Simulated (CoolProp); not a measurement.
Vapour-liquid equilibrium of n-octane (1) + o-xylene (2) at 0.02 MPa; x and y are mole fractions of (1).

Model: multi-fluid Helmholtz-energy mixture model, Beckmüller 2019 and Zhou 2012; pair parameters Bell 2016, in CoolProp.

```json
[
 {"x": "0.05", "bubble temperature (°C)": "90.7", "y at the bubble point": "0.094", "dew temperature at overall composition x (°C)": "91.4", "liquid density (mol/L)": "7.586"},
 {"x": "0.125", "bubble temperature (°C)": "88.9", "y at the bubble point": "0.217", "dew temperature at overall composition x (°C)": "90.3", "liquid density (mol/L)": "7.412"},
 {"x": "0.2", "bubble temperature (°C)": "87.3", "y at the bubble point": "0.323", "dew temperature at overall composition x (°C)": "89.2", "liquid density (mol/L)": "7.243"},
 {"x": "0.275", "bubble temperature (°C)": "85.9", "y at the bubble point": "?", "dew temperature at overall composition x (°C)": "?", "liquid density (mol/L)": "7.080"},
 {"x": "0.35", "bubble temperature (°C)": "84.5", "y at the bubble point": "0.500", "dew temperature at overall composition x (°C)": "86.9", "liquid density (mol/L)": "6.921"},
 {"x": "0.425", "bubble temperature (°C)": "83.3", "y at the bubble point": "0.575", "dew temperature at overall composition x (°C)": "85.7", "liquid density (mol/L)": "6.768"},
 {"x": "0.5", "bubble temperature (°C)": "82.1", "y at the bubble point": "0.644", "dew temperature at overall composition x (°C)": "84.5", "liquid density (mol/L)": "6.620"},
 {"x": "0.575", "bubble temperature (°C)": "?", "y at the bubble point": "0.707", "dew temperature at overall composition x (°C)": "83.3", "liquid density (mol/L)": "6.476"},
 {"x": "0.65", "bubble temperature (°C)": "80.0", "y at the bubble point": "0.766", "dew temperature at overall composition x (°C)": "82.0", "liquid density (mol/L)": "?"},
 {"x": "0.725", "bubble temperature (°C)": "79.1", "y at the bubble point": "0.821", "dew temperature at overall composition x (°C)": "80.7", "liquid density (mol/L)": "6.202"},
 {"x": "0.8", "bubble temperature (°C)": "78.1", "y at the bubble point": "0.873", "dew temperature at overall composition x (°C)": "79.4", "liquid density (mol/L)": "6.072"},
 {"x": "0.875", "bubble temperature (°C)": "77.3", "y at the bubble point": "0.922", "dew temperature at overall composition x (°C)": "78.1", "liquid density (mol/L)": "5.946"},
 {"x": "0.95", "bubble temperature (°C)": "76.4", "y at the bubble point": "0.970", "dew temperature at overall composition x (°C)": "76.8", "liquid density (mol/L)": "?"}
]
```

Task: Fill in the missing entries.

Result: 
- 0.275, y at the bubble point: 0.417
- 0.275, dew temperature at overall composition x (°C): 88.1
- 0.575, bubble temperature (°C): 81.0
- 0.65, liquid density (mol/L): 6.337
- 0.95, liquid density (mol/L): 5.823

No azeotrope shows between x = 0.05 and 0.95.

Pair parameters are fitted to limited data, so mixtures are less certain than the pure fluids.
